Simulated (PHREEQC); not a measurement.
Make-up at 13 °C: 0.11 mol/kgw NH4HF2, 0.0025 mol/kgw H2SiF6, 0.098 mol/kgw H3AsO4 and 3.7e-05 mol/kgw HCl. Closed to the air; pH follows from the charge balance.

The numbers come from PHREEQC with the ion-association model, wateq4f.dat.

| quantity | before | after |
|---|---|---|
| pH | 2.47 | 1.64 |
| ionic strength (mol/kgw) | 0.117 | 0.0281 |
| HF (mol/kgw) | 0.0947 | 0.00297 |
| H2AsO4- (mol/kgw) | 0.0674 | 0.0220 |
| H2F2 (mol/kgw) | 0.0366 | 3.52e-5 |
| F- (mol/kgw) | 0.0313 | 0.000126 |
| SI of Quartz (SiO2) | -9.92 | +0.89 |

**Question.** What was changed between the two runs?
(A) HCl from 3.7e-05 to 0.000185 mol/kgw
(B) diluted 5-fold with water
(C) NH4HF2 from 0.11 to 0.121 mol/kgw
(D) NH4HF2 left out

**Answer.** D, NH4HF2 left out

This is a speciation only: nothing precipitates in the calculation. Some of these states are supersaturated (in Quartz (slow to form), Chalcedony (slow to form), for instance). wateq4f.dat counts part of the HF as a dimer, H2F2, which phreeqc.dat doesn't know; its constant is uncertain. Away from 25 °C the constants follow the database's enthalpies or fits; those with neither stay at their 25 °C values. SiF6-2 is the database's only silicon fluoride.
